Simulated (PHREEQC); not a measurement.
Model water analysis in mg/kgw, 93 °C, pH 6.3, pe 9.2: Na 0.0373; K 0.0604; Ca 0.0945; Mg 0.0404; Cl 0.0501; S(6) as SO4 0.199; Alkalinity as HCO3 0.347; N(5) as NO3 0.00463.

Valence states are taken as typed.

Equilibrium calculation in PHREEQC: ion-association model, phreeqc.dat.

```json
{
 "ionic_strength": "1.78e-5 mol/kgw",
 "charge_balance_error": "-0.5 %"
}
```

```csv
species,molality,activity,log γ
CO2,6.51e-6,6.51e-6,0.000
HCO3-,5.30e-6,5.27e-6,-0.002
Ca+2,2.36e-6,2.30e-6,-0.010
SO4-2,2.07e-6,2.02e-6,-0.010
O2,1.86e-6,1.86e-6,0.000
Mg+2,1.66e-6,1.62e-6,-0.010
Na+,1.62e-6,1.61e-6,-0.002
K+,1.55e-6,1.54e-6,-0.002
Cl-,1.41e-6,1.41e-6,-0.002
OH-,8.90e-7,8.85e-7,-0.002
```

No solid was allowed to form. At this temperature some constants are extrapolated from 25 °C, and those without enthalpy data are left unchanged.
